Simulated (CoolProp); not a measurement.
Aqueous propylene glycol as a coolant, at 35 °C, 1 atm.

Computed with CoolProp (Melinder's fits for secondary coolants).

```
mass %  freezing point (°C)  density (kg/m³)  viscosity (mPa s)  Prandtl number  conductivity (W/(m K))
------  -------------------  ---------------  -----------------  --------------  ----------------------
2.6                    -0.6            996.2              0.785            5.37                   0.607
8.1                    -2.2             1000              0.931            6.66                   0.574
13.6                   -4.3             1004               1.09            8.19                   0.542
19.2                   -6.8             1008               1.29            10.1                   0.512
24.7                   -9.6             1012               1.53            12.5                   0.483
30.2                  -12.9             1016               1.82            15.6                   0.456
35.8                  -16.9             1020               2.18            19.4                   0.429
41.3                  -21.8             1024               2.61            24.1                   0.404
46.8                  -27.9             1027               3.12            29.9                   0.380
```
